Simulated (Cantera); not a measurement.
Charge: 1 mol Si₃N₄, 0.36 mol H₂O, 12 mol N₂, equilibrated at 0.100 bar.

Equilibrium computed with Cantera from the NASA thermochemical tables; the gas is ideal and each condensed phase is pure. Candidate condensed phases: H₂O, Si, SiO₂, Si₂N₂O, Si₃N₄; 35 gas species. Mutual solubility and eutectic melting of coexisting phases are not modelled. The tables' values for SiN are old estimates; treat these amounts as uncertain. Rates play no part.

x: gas mole fraction; n: condensed amount in mol.

| T (K) | x N₂ | x H₂ | x SiO | x Si | x H | n Si₂N₂O(s) | n Si₃N₄(s) | n Si(l) |
|---|---|---|---|---|---|---|---|---|
| 1175 | 0.971 | 0.0288 | 1.74e-12 | <1e-12 | ? | 0.360 | 0.760 | 0 |
| 1275 | 0.971 | 0.0288 | 1.87e-10 | <1e-12 | ? | 0.360 | 0.760 | 0 |
| 1375 | 0.971 | 0.0288 | 1.00e-8 | 4.24e-12 | ? | 0.360 | 0.760 | 0 |
| 1475 | 0.971 | 0.0288 | 3.11e-7 | 2.55e-10 | ? | 0.360 | 0.760 | 0 |
| 1575 | 0.971 | 0.0288 | 6.16e-6 | 9.07e-9 | ? | 0.360 | 0.760 | 0 |
| 1675 | 0.971 | 0.0288 | 8.48e-5 | 2.09e-7 | ? | 0.359 | 0.760 | 0 |
| 1775 | 0.970 | 0.0287 | 0.000861 | 3.36e-6 | ? | 0.349 | 0.764 | 0 |
| 1875 | 0.964 | 0.0284 | 0.00679 | 4.02e-5 | ? | 0.275 | 0.788 | 0 |
| 1975 | 0.950 | 0.0241 | 0.0244 | 0.000323 | ? | 0 | 0 | 2.63 |
| 2075 | 0.949 | 0.0237 | 0.0244 | 0.00102 | ? | 0 | 0 | 2.62 |
| 2175 | 0.947 | 0.0231 | 0.0244 | 0.00289 | ? | 0 | 0 | 2.59 |

Task: Complete the blanks.

Result: 
- 1175, x H: 6.58e-8
- 1275, x H: 3.96e-7
- 1375, x H: 1.84e-6
- 1475, x H: 6.97e-6
- 1575, x H: 2.23e-5
- 1675, x H: 6.23e-5
- 1775, x H: 0.000155
- 1875, x H: 0.000349
- 1975, x H: 0.000672
- 2075, x H: 0.00130
- 2175, x H: 0.00235
